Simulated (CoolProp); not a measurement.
Dimethyl carbonate along the isotherm 600 K: density (kg/m³) from the reference equation and from simpler models built on Tc = 557.0 K, pc = 49.09 bar, ω = 0.346; each cubic takes its own stable root.

Computed with CoolProp (reference Helmholtz-energy equation of state, Zhou 2011).

```csv
p (bar),phase,reference
1.55,gas,2.823
2.62,gas,4.801
4.42,gas,8.182
7.46,gas,14.06
12.6,gas,24.51
21.2,gas,43.73
35.9,gas,83.60
60.5,supercritical,192.7
102,supercritical,481.4
172,supercritical,615.3
291,supercritical,700.4
491,supercritical,773.4
```

### Question
How far does each simpler model (ideal gas, van der Waals, Redlich-Kwong, Soave-Redlich-Kwong, Peng-Robinson) lie from the reference over these 12 states: mean and median of the absolute difference, and the worst?

### Answer
- ideal gas: mean 20.4 %, median 13.5 %, worst -61.7 % at 600 K and 102 bar
- van der Waals: mean 8.9 %, median 0.8 %, worst -26.6 % at 600 K and 491 bar
- Redlich-Kwong: mean 2.8 %, median 0.6 %, worst -8.5 % at 600 K and 172 bar
- Soave-Redlich-Kwong: mean 4.0 %, median 0.9 %, worst -13.9 % at 600 K and 102 bar
- Peng-Robinson: mean 1.6 %, median 0.8 %, worst -6.5 % at 600 K and 102 bar
